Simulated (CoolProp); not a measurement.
Values from CoolProp's reference Helmholtz-energy equation of state, Lemmon 2006. It is a short technical equation, of lower accuracy than the large ones.

Task: Give the vapour pressure (bar), liquid density (kg/m³), vapour density (kg/m³), liquid cp (kJ/(kg K)) of saturated acetone at 57.85 °C.

Result: 
```json
[
 {"T (°C)": "57.85", "p (bar)": "1.08", "liquid density (kg/m³)": "747", "vapour density (kg/m³)": "2.40", "liquid cp (kJ/(kg K))": "2.23"}
]
```
